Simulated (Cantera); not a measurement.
An isothermal, constant-pressure homogeneous reactor starts with CH₄ : H₂O = 1 : 0.95 (molar parts), at 1900 K and 2.00 bar. Integrator tolerance rtol = 1e-08.

Detailed kinetics in Cantera: GRI-Mech 3.0 (53 species, 325 reactions).

What does this change do: temperature 1900 to 1498 K?


```tsv
quantity	before	after
x(CH₄) at 90.0 s	0.00262 (gas-phase equilibrium 0.00262)	0.0745 (gas-phase equilibrium 0.0128)
x(H₂O) at 90.0 s	1.50e-5 (gas-phase equilibrium 1.53e-5)	0.0703 (gas-phase equilibrium 0.000139)
x(C₂H₆) at 90.0 s	1.07e-7 (gas-phase equilibrium 1.07e-7)	2.88e-5 (gas-phase equilibrium 7.40e-7)
x(CO) at 90.0 s	0.244 (gas-phase equilibrium 0.244)	0.195 (gas-phase equilibrium 0.247)
x(H₂) at 90.0 s	0.748 (gas-phase equilibrium 0.748)	0.643 (gas-phase equilibrium 0.740)
```

What does this change do: pressure from 2.00 bar to 29.0 bar?


```json
[
 {"quantity": "x(CH₄) at 90.0 s", "before": "0.00262 (gas-phase equilibrium 0.00262)", "after": "0.0123 (gas-phase equilibrium 0.0123)"},
 {"quantity": "x(H₂O) at 90.0 s", "before": "1.50e-5 (gas-phase equilibrium 1.53e-5)", "after": "0.000634 (gas-phase equilibrium 0.000671)"},
 {"quantity": "x(C₂H₆) at 90.0 s", "before": "1.07e-7 (gas-phase equilibrium 1.07e-7)", "after": "2.36e-6 (gas-phase equilibrium 2.38e-6)"},
 {"quantity": "x(CO) at 90.0 s", "before": "0.244 (gas-phase equilibrium 0.244)", "after": "0.246 (gas-phase equilibrium 0.246)"},
 {"quantity": "x(H₂) at 90.0 s", "before": "0.748 (gas-phase equilibrium 0.748)", "after": "0.740 (gas-phase equilibrium 0.740)"}
]
```
The pressure lies above the range GRI-Mech 3.0 was tuned for (to about 10 atm).
